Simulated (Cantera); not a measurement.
A closed system holds: 1 mol Al(CH3)3, 7.6 mol H2O, 100 mol N2, held at 14.0 mbar.

Cantera equilibrium calculation (NASA polynomials, part measured and part estimated; ideal gas, pure solids and liquids). Candidate condensed phases: Al, AlN, Al2O3, C, C6H6, C7H8, C8H18, H2O; 148 gas species. The feed counts by its element totals alone. Equilibrium is a limit: real reactors are often held back by kinetics, nucleation or transport. All values below are at 1252 °C.

Base state: N2 0.869, H2 0.0808, H2O 0.0243, CO 0.0234, CO2 0.00262, H 5.68e-5 (mole fractions); condensed: Al2O3(s).

**Question.** What changes in the equilibrium state with this change: Al(CH3)3 replaced by Al?

**Answer.** 
```tsv
species	before	after
N2	0.869	0.929
H2O	0.0243	0.0567
H2	0.0808	0.0139
CO	0.0234	0
CO2	0.00262	0
H	5.68e-5	2.36e-5
Al2O3(s), mol	0.500	0.500
```

**Question.** What changes in the equilibrium state with this change: Al(CH3)3 replaced by AlCl3?

**Answer.** 
```
species         before     after
-------------  -------  --------
N2               0.869     0.916
H2O             0.0243    0.0558
HCl                  0    0.0272
H2              0.0808  0.000230
CO              0.0234         0
CO2            0.00262         0
Cl                   0  0.000288
O2               <1e-9   2.91e-5
Al2O3(s), mol    0.500     0.500
```
Further candidate phases: AlCl3, NH4Cl.
